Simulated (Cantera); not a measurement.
## Si + HCl + H₂ (chlorosilane synthesis and conversion)

Feed: 1 mol Si, 2.5 mol HCl, 6.3 mol H₂, held at 0.100 bar.

Equilibrium computed with Cantera from the NASA thermochemical tables; the gas is ideal and each condensed phase is pure. Candidate condensed phases: Si; 19 gas species. The tables' values for SiCl₃ are old estimates; treat these amounts as uncertain. Kinetics and transport are ignored.

```json
[
 {"T (K)": "925", "x H₂": "0.911", "x HCl": "0.00899", "x SiCl₂": "0.000128", "x SiCl₄": "0.0577", "x SiHCl₃": "0.0213", "x SiCl₃": "0.000432", "x SiH₂Cl₂": "0.000769", "x H": "7.86e-10", "n Si(s)": "0.345"},
 {"T (K)": "1025", "x H₂": "0.901", "x HCl": "0.0216", "x SiCl₂": "0.000920", "x SiCl₄": "0.0543", "x SiHCl₃": "0.0195", "x SiCl₃": "0.00155", "x SiH₂Cl₂": "0.000778", "x H": "1.31e-8", "n Si(s)": "0.369"},
 {"T (K)": "1125", "x H₂": "0.884", "x HCl": "0.0428", "x SiCl₂": "0.00439", "x SiCl₄": "0.0468", "x SiHCl₃": "0.0168", "x SiCl₃": "0.00409", "x SiH₂Cl₂": "0.000739", "x H": "1.32e-7", "n Si(s)": "0.399"},
 {"T (K)": "1225", "x H₂": "0.859", "x HCl": "0.0716", "x SiCl₂": "0.0146", "x SiCl₄": "0.0338", "x SiHCl₃": "0.0126", "x SiCl₃": "0.00789", "x SiH₂Cl₂": "0.000631", "x H": "9.13e-7", "n Si(s)": "0.418"},
 {"T (K)": "1325", "x H₂": "0.830", "x HCl": "0.101", "x SiCl₂": "0.0333", "x SiCl₄": "0.0177", "x SiHCl₃": "0.00750", "x SiCl₃": "0.0104", "x SiH₂Cl₂": "0.000455", "x H": "4.71e-6", "n Si(s)": "0.407"},
 {"T (K)": "1425", "x H₂": "0.809", "x HCl": "0.119", "x SiCl₂": "0.0529", "x SiCl₄": "0.00627", "x SiHCl₃": "0.00333", "x SiCl₃": "0.00919", "x SiH₂Cl₂": "0.000270", "x H": "1.94e-5", "n Si(s)": "0.375"},
 {"T (K)": "1525", "x H₂": "0.799", "x HCl": "0.126", "x SiCl₂": "0.0651", "x SiCl₄": "0.00174", "x SiHCl₃": "0.00125", "x SiCl₃": "0.00617", "x SiH₂Cl₂": "0.000144", "x H": "6.69e-5", "n Si(s)": "0.349"}
]
```
x: gas mole fraction; n: condensed amount in mol.

From 925 K to 1525 K the condensed part is Si(s). The main Si-bearing gas is SiCl₄ at 925 K and SiCl₂ at 1525 K. The share of Si in condensed phases is highest at 1225 K (41.8 %) and lowest at 925 K (34.5 %).
